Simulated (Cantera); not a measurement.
# Thermodynamics of hydrogen reduction and annealing atmospheres, feed PbO + H2 + H2O

Input: 1 mol PbO, a varied amount of H2, 1.1 mol H2O, equilibrated at 1825 K and 1 atm.

Cantera equilibrium calculation (NASA polynomials, part measured and part estimated; ideal gas, pure solids and liquids). Candidate condensed phases: H2O, Pb, PbO, PbO2, Pb3O4; 12 gas species. Rates play no part.

| n(H2) (mol) | log p H2 | log p H2O | log p Pb | log p H | log p Pb2 | log p PbO | log p OH |
|---|---|---|---|---|---|---|---|
| 15 | -0.08 | -0.91 | -1.23 | -3.40 | -4.61 | -4.70 | -5.38 |
| 22 | -0.05 | -1.05 | -1.38 | -3.38 | -4.91 | -5.03 | -5.54 |
| 33 | -0.03 | -1.22 | -1.54 | -3.37 | -5.23 | -5.37 | -5.71 |
| 49 | -0.02 | -1.38 | -1.70 | -3.37 | -5.56 | -5.71 | -5.88 |
| 72 | -0.01 | -1.54 | -1.86 | -3.36 | -5.88 | -6.04 | -6.05 |
| 110 | -0.01 | -1.72 | -2.04 | -3.36 | -6.24 | -6.41 | -6.23 |
| 160 | 0.00 | -1.88 | -2.20 | -3.36 | -6.56 | -6.73 | -6.39 |
| 230 | 0.00 | -2.04 | -2.36 | -3.36 | -6.87 | -7.05 | -6.55 |
| 350 | 0.00 | -2.22 | -2.54 | -3.36 | -7.24 | -7.41 | -6.73 |
| 510 | 0.00 | -2.38 | -2.70 | -3.35 | -7.56 | -7.74 | -6.89 |
| 760 | 0.00 | -2.55 | -2.88 | -3.35 | -7.91 | -8.09 | -7.07 |
log p: log10 of the partial pressure in bar; nothing condenses.

From 15 mol H2 to 760 mol H2 nothing is condensed. The main Pb-bearing gas is Pb throughout.
